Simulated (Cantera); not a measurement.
## Equilibrium for metals in furnace atmospheres: Pb + O₂ + CO

Charge: 1 mol Pb, 0.83 mol O₂, 24 mol CO, at 1550 K and 0.000120 bar.

Equilibrium computed with Cantera from the NASA thermochemical tables; the gas is ideal and each condensed phase is pure. Candidate condensed phases: C, Pb, PbO, PbO₂, Pb₃O₄; 15 gas species. Rates play no part.

| Item | Value |
|---|---|
| x(CO) | 0.894 |
| x(CO₂) | 0.0664 |
| x(Pb) | 0.0400 |
| x(PbO) | 4.38e-6 |
| gas amount | 25.00 mol |
| log10 activity of Pb(l) (absent) | -3.91 |
| log10 activity of C(graphite) (absent) | -6.20 |
